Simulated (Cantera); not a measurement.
What does this Cantera script print?

```python
import numpy as np
import cantera as ct

surf = ct.Interface("diamond.yaml", "diamond_100")
gas, bulk = surf.adjacent["gas"], surf.adjacent["diamond"]
k = surf.kinetics_species_index(bulk.species_names[0])
cover = ["c6HH", "c6H*", "c6*H", "c6**", "c6HM", "c6B"]

rows, drift = [], 0.0
print(f"{'xCH3':>10s}{'um/h':>11s}" + "".join(f"{s:>11s}" for s in cover))
for v in [1e-06, 2.9e-06, 8.2e-06, 2.4e-05, 6.7e-05, 0.00019, 0.00055, 0.0016, 0.0045]:
    T, P, xH, xCH3 = 1375, 13000, 0.018, v
    gas.TPX = T, P, {"H": xH, "CH3": xCH3, "CH4": 0.025, "H2": 1 - xH - xCH3 - 0.025}
    surf.TP = bulk.TP = T, P
    surf.coverages = "c6H*:0.1, c6HH:0.9"
    surf.advance_coverages(100.0)
    before = surf.coverages
    surf.advance_coverages(100.0)
    drift = max(drift, np.max(np.abs(surf.coverages - before) / (surf.coverages + 1e-9)))
    rate = surf.net_production_rates[k] * bulk.mean_molecular_weight / bulk.density * 3.6e9
    rows.append([rate, *surf[cover].coverages])
    print(f"{v:10.4g}{rate:11.4e}" + "".join(f"{x:11.3e}" for x in rows[-1][1:]))
```

It prints:

```
      xCH3       um/h       c6HH       c6H*       c6*H       c6**       c6HM        c6B
     1e-06 5.8989e-02  3.397e-01  5.764e-02  5.424e-01  6.027e-02  1.393e-06  1.601e-10
   2.9e-06 1.7106e-01  3.397e-01  5.764e-02  5.424e-01  6.027e-02  4.039e-06  4.642e-10
   8.2e-06 4.8367e-01  3.397e-01  5.764e-02  5.424e-01  6.026e-02  1.142e-05  1.312e-09
   2.4e-05 1.4153e+00  3.396e-01  5.764e-02  5.424e-01  6.025e-02  3.342e-05  3.841e-09
   6.7e-05 3.9490e+00  3.396e-01  5.763e-02  5.423e-01  6.021e-02  9.326e-05  1.072e-08
   0.00019 1.1181e+01  3.395e-01  5.761e-02  5.421e-01  6.009e-02  2.642e-04  3.034e-08
   0.00055 3.2222e+01  3.393e-01  5.754e-02  5.414e-01  5.974e-02  7.623e-04  8.744e-08
    0.0016 9.2533e+01  3.385e-01  5.733e-02  5.395e-01  5.874e-02  2.197e-03  2.511e-07
    0.0045 2.5140e+02  3.365e-01  5.679e-02  5.344e-01  5.615e-02  6.031e-03  6.822e-07
```

Computed with Cantera and the Harris–Goodwin 1993 mechanism for the reconstructed diamond (100) surface.
